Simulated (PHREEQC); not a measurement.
## Buffer: speciation

Make-up at 11 °C: 0.00034 mol NaHCO3 and 0.00024 mol Na2SO4 per kg of water. Closed to the air; pH follows from the charge balance.

Model: ion-association model, phreeqc.dat, run in PHREEQC.

No solid was allowed to form.

Task: What pH does the model give?

Result: pH 8.38.

Task: In which forms is C present?

Result: HCO3- 98 %, CO2 1.1 %, CO3-2 0.9 % of the C.

Away from 25 °C the constants follow the database's enthalpies or fits; those with neither stay at their 25 °C values.
